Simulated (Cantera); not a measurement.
A closed system holds: 1 mol Si₃N₄, 16 mol F₂, 10 mol H₂, equilibrated at 1550 K and 0.0100 bar.

Method: chemical equilibrium by Gibbs-energy minimisation in Cantera with the NASA 1993 tables (ideal gas, pure condensed phases). Candidate condensed phases: Si, Si₃N₄; 37 gas species. Equilibrium is a limit: real reactors are often held back by kinetics, nucleation or transport.

Base state: HF 0.800, SiF₄ 0.120, N₂ 0.0800 (mole fractions); condensed: gas only.

What changes in the equilibrium state with this change: Si₃N₄ replaced by BN?


```json
[
 {"species": "HF", "before": "0.800", "after": "0.656"},
 {"species": "F", "before": "6.47e-6", "after": "0.295"},
 {"species": "BF₃", "before": "0", "after": "0.0328"},
 {"species": "SiF₄", "before": "0.120", "after": "0"},
 {"species": "N₂", "before": "0.0800", "after": "0.0164"},
 {"species": "F₂", "before": "<1e-9", "after": "7.60e-5"}
]
```
Further candidate phases: B, BN.
